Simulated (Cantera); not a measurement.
Standard-state values (1 bar) from the NASA 1993 polynomials, evaluated with Cantera. Values are per mole of reaction as written; species without (g) are pure solids or liquids, kept so even where they would boil at 1 bar.

V + O₂(g) ⇌ VO₂(g)

```
T (K)    ΔH° (kJ)   ΔS° (J/K)    ΔG° (kJ)     log10 K
-----  ----------  ----------  ----------  ----------
300        -232.7        31.1      -242.0       42.13
400        -233.6        28.4      -245.0       31.99
500        -234.4        26.5      -247.7       25.88
600        -235.2        25.2      -250.3       21.79
700        -235.9        24.0      -252.7       18.86
800    (withheld)  (withheld)  (withheld)  (withheld)
900    (withheld)  (withheld)  (withheld)  (withheld)
1000       -238.4        21.1      -259.5       13.55
1100       -239.4        20.2      -261.6       12.42
```

Question: What belongs in the gaps?

Answer: 
- 800, ΔH° (kJ): -236.7
- 800, ΔS° (J/K): 23.0
- 800, ΔG° (kJ): -255.1
- 800, log10 K: 16.65
- 900, ΔH° (kJ): -237.5
- 900, ΔS° (J/K): 22.0
- 900, ΔG° (kJ): -257.3
- 900, log10 K: 14.94
